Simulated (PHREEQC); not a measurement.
Leach liquor: speciation

Make-up at 20 °C: 0.22 mol/kgw H2SO4, 0.024 mol/kgw ZnSO4 and 0.061 mol/kgw Na2SO4. Closed to the air; pH follows from the charge balance.

The numbers come from PHREEQC with the ion-association model, phreeqc.dat.

Each row changes one thing in this solution. Precipitation was switched off in this run.

```tsv
case	pH	ionic strength (mol/kgw)	HSO4- (mol/kgw)	SO4-2 (mol/kgw)
as made	0.79	0.422	0.231	0.0539
temperature from 20 to 55 °C	0.86	0.379	0.260	0.0316
Na2SO4 from 0.061 to 0.0122 mol/kgw	0.74	___	0.205	0.0390
Na2SO4 left out	0.72	0.325	0.198	___
ZnSO4 left out	0.78	0.379	0.225	0.0491
temperature from 20 to 15 °C	0.78	___	0.226	___
```

Q: Fill in the missing entries.

A: 
- Na2SO4 from 0.061 to 0.0122 mol/kgw, ionic strength (mol/kgw): 0.344
- Na2SO4 left out, SO4-2 (mol/kgw): 0.0357
- temperature from 20 to 15 °C, ionic strength (mol/kgw): 0.428
- temperature from 20 to 15 °C, SO4-2 (mol/kgw): 0.0573

Species that the database lacks are ignored. At this temperature some constants are extrapolated from 25 °C, and those without enthalpy data are left unchanged.
